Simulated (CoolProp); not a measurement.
A simple Rankine cycle with R1233zd(E): condensing at 314.15 K, boiler at 2.62 MPa, turbine inlet 449 K, turbine efficiency 0.9, pump efficiency 0.8, no recuperator. Each further row changes one setting.

Model: reference Helmholtz-energy equation of state, Akasaka 2022, in CoolProp.

```tsv
case	thermal efficiency (%)	net work (kJ/kg)	heat in (kJ/kg)	turbine exit temperature (K)	volume ratio over the turbine
as stated	16.9	?	275	366.6	13.0
condensing temperature 306.15 K	18.1	51.5	?	?	?
boiler pressure 1.83 MPa	15.0	43.2	?	?	8.34
turbine efficiency 0.8	14.9	40.9	275	?	13.2
```

Problem. Fill in the missing entries.

Solution. 
- as stated, net work (kJ/kg): 46.4
- condensing temperature 306.15 K, heat in (kJ/kg): 285
- condensing temperature 306.15 K, turbine exit temperature (K): 360.0
- condensing temperature 306.15 K, volume ratio over the turbine: 16.7
- boiler pressure 1.83 MPa, heat in (kJ/kg): 287
- boiler pressure 1.83 MPa, turbine exit temperature (K): 383.7
- turbine efficiency 0.8, turbine exit temperature (K): 372.6
